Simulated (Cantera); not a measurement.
An adiabatic, constant-volume homogeneous reactor starts with 3.29 % CH4, 18.8 % O2, 70.8 % N2, 6.58 % CO2, 0.560 % H2O, equivalence ratio 0.35, at 1448 K and 16.8 atm.

Model: GRI-Mech 3.0 (53 species, 325 reactions), integrated in Cantera. The pressure lies above the range GRI-Mech 3.0 was tuned for (to about 10 atm).

x: mole fraction; the columns are a selection and need not sum to one.

```tsv
t (s)	T (K)	P (bar)	x CH4	x O2	x CO2	x C2H2	x HO2	x CH2O	x O
7.00e-6	1448	17.0	0.0329	0.188	0.0658	<1e-12	1.51e-6	[?]	9.00e-9
1.99e-5	1448	17.0	0.0329	0.188	0.0658	3.15e-12	3.85e-6	[?]	4.46e-8
5.68e-5	1450	17.0	0.0325	0.188	0.0658	2.05e-9	1.29e-5	[?]	2.38e-7
0.000162	2274	26.7	<1e-12	0.122	0.0972	<1e-12	1.05e-5	1.41e-12	0.000370
0.000461	2283	26.8	<1e-12	0.122	0.0981	<1e-12	9.75e-6	<1e-12	0.000304
0.00131	2282	26.8	<1e-12	0.121	0.0981	<1e-12	9.70e-6	<1e-12	0.000302
0.00374	2279	26.8	<1e-12	0.121	0.0981	<1e-12	9.58e-6	<1e-12	0.000296
0.0107	2272	26.7	<1e-12	0.120	0.0981	<1e-12	9.31e-6	<1e-12	0.000284
0.0304	2262	26.6	<1e-12	0.118	0.0981	<1e-12	8.90e-6	<1e-12	0.000265
0.0865	2257	26.5	<1e-12	0.117	0.0982	<1e-12	8.69e-6	<1e-12	0.000256
0.246	2256	26.5	<1e-12	0.117	0.0982	<1e-12	8.68e-6	<1e-12	0.000256
0.702	2256	26.5	<1e-12	0.117	0.0982	<1e-12	8.68e-6	<1e-12	0.000256
2.00	2256	26.5	<1e-12	0.117	0.0982	<1e-12	8.68e-6	<1e-12	0.000256
```

Question: What belongs in the gaps?

Answer: 
- 7.00e-6, x CH2O: 7.47e-7
- 1.99e-5, x CH2O: 1.06e-5
- 5.68e-5, x CH2O: 0.000177
